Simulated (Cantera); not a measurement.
Feed: 1 mol CH3F, 11 mol H2, held at 1850 °C and 10.0 mbar.

Method: chemical equilibrium by Gibbs-energy minimisation in Cantera with the NASA 1993 tables (ideal gas, pure condensed phases). Candidate condensed phases: C, C6H6, C7H8, C8H18; 95 gas species. Equilibrium is a limit: real reactors are often held back by kinetics, nucleation or transport.

Base state: H2 0.889, HF 0.0756, H 0.0338, C2H2 (acetylene) 0.00147 (mole fractions); condensed: C(graphite).

Q: What changes in the equilibrium state with this change: temperature from 1850 °C to 925 °C?

A: 
| species | before | after |
|---|---|---|
| H2 | 0.889 | 0.923 |
| HF | 0.0756 | 0.0769 |
| CH4 | 2.47e-6 | 0.000136 |
| H | 0.0338 | 1.83e-6 |
| C2H2 (acetylene) | 0.00147 | 9.15e-8 |
| C(graphite), mol | 0.961 | 0.998 |

Q: What changes in the equilibrium state with this change: temperature from 1850 °C to 3002 °C?

A: 
```
species            before     after
----------------  -------  --------
H                  0.0338     0.870
H2                  0.889    0.0645
HF                 0.0756    0.0365
C                 3.69e-8    0.0132
C2                4.13e-9   0.00275
C3                4.79e-8   0.00610
CF                1.55e-8  0.000222
C5                  <1e-9   1.35e-5
C4                  <1e-9   1.01e-5
C(graphite), mol    0.961         0
```
